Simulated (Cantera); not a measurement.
A Cantera script and its output.

```python
import numpy as np
import cantera as ct

gas = ct.Solution("SiF4_NH3_mec.yaml", "gas")
gas.TPX = 1925, 101325, {'NH3': 1, 'N2': 1.4}
reactor = ct.IdealGasConstPressureReactor(gas, energy="off", clone=False)
net = ct.ReactorNet([reactor])
net.rtol, net.atol = 1e-08, 1e-18
show = ['NH3', 'H2', 'N2H4', 'H', 'NH2']
times = np.geomspace(0.0007, 40, 13)

steps = ct.SolutionArray(gas, extra=["t"])
rows = []
print(f"{'t/s':>10s}{'T/K':>9s}{'P/Pa':>11s}" + "".join(f"{s:>11s}" for s in show))
for t in times:
    while net.time < t:
        t_next = net.step()
        steps.append(gas.state, t=t_next)
    rows.append([np.interp(t, steps.t, y) for y in (steps.T, steps.P, *steps(*show).X.T)])
    print(f"{t:10.3e}{rows[-1][0]:9.1f}{rows[-1][1]:11.4g}" + "".join(f"{x:11.3e}" for x in rows[-1][2:]))
rate = np.gradient(steps.T, steps.t)
print("integrator steps:", len(steps.t))
if steps.T.max() > steps.T[0] + 200:
    print(f"time of steepest temperature rise: {steps.t[rate.argmax()]:.4e} s")
gas.TPX = 1925, 101325, {'NH3': 1, 'N2': 1.4}
gas.equilibrate("TP")
print(f"equilibrium (TP): T = {gas.T:.1f} K  " + "  ".join(f"{s} {gas[s].X[0]:.3e}" for s in show))
```

It prints:

```
       t/s      T/K       P/Pa        NH3         H2       N2H4          H        NH2
 7.000e-04   1925.0  1.013e+05  4.128e-01  3.577e-03  3.295e-07  2.435e-06  6.105e-04
 1.744e-03   1925.0  1.013e+05  4.070e-01  9.802e-03  3.030e-07  5.534e-06  5.855e-04
 4.344e-03   1925.0  1.013e+05  3.929e-01  2.475e-02  2.603e-07  1.261e-05  5.426e-04
 1.082e-02   1925.0  1.013e+05  3.606e-01  5.895e-02  2.060e-07  2.837e-05  4.826e-04
 2.696e-02   1925.0  1.013e+05  2.946e-01  1.289e-01  1.431e-07  6.266e-05  4.023e-04
 6.717e-02   1925.0  1.013e+05  1.876e-01  2.422e-01  7.348e-08  1.319e-04  2.883e-04
 1.673e-01   1925.0  1.013e+05  7.461e-02  3.619e-01  1.970e-08  2.563e-04  1.493e-04
 4.169e-01   1925.0  1.013e+05  1.490e-02  4.250e-01  1.748e-09  4.491e-04  4.450e-05
 1.038e+00   1925.0  1.013e+05  2.327e-03  4.383e-01  7.199e-11  6.018e-04  9.034e-06
 2.587e+00   1925.0  1.013e+05  5.915e-04  4.401e-01  5.069e-12  6.307e-04  2.397e-06
 6.445e+00   1925.0  1.013e+05  2.013e-04  4.405e-01  5.922e-13  6.340e-04  8.194e-07
 1.606e+01   1925.0  1.013e+05  7.602e-05  4.406e-01  8.456e-14  6.345e-04  3.096e-07
 4.000e+01   1925.0  1.013e+05  3.003e-05  4.407e-01  1.319e-14  6.346e-04  1.223e-07
integrator steps: 1670
equilibrium (TP): T = 1925.0 K  NH3 5.047e-06  H2 4.407e-01  N2H4 3.740e-16  H 6.347e-04  NH2 2.055e-08
```

Computed with Cantera and the gas-phase N/H chemistry of the illustrative SiF4/NH3 mechanism in the Surface Chemkin manual (1991). Walls and surfaces, which speed up NH3 decomposition in real reactors, are not modelled.
